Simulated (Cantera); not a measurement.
Charge: 1 mol SiHCl₃, 0.21 mol C₂H₂, 830 mol H₂, equilibrated at 2050 K and 4.30 mbar.

Cantera equilibrium calculation (NASA polynomials, part measured and part estimated; ideal gas, pure solids and liquids). Candidate condensed phases: C, C₆H₆, C₇H₈, C₈H₁₈, Si, SiC; 109 gas species. Kinetics and transport are ignored.

Task: What is the equilibrium state?

Result: 
```json
{
  "x(H₂)": "0.961",
  "x(H)": "0.0339",
  "x(HCl)": "0.00344",
  "x(Si)": "0.00108",
  "x(C₂H₂ (acetylene))": "0.000227",
  "x(Cl)": "8.99e-5",
  "x(SiH)": "4.19e-5",
  "x(Si₂C)": "1.56e-5",
  "x(SiC₂)": "1.24e-5",
  "gas_amount": "847.6 mol",
  "log10 activity of C(graphite) (absent)": "-0.33",
  "log10 activity of Si(l) (absent)": "-1.22"
}
```
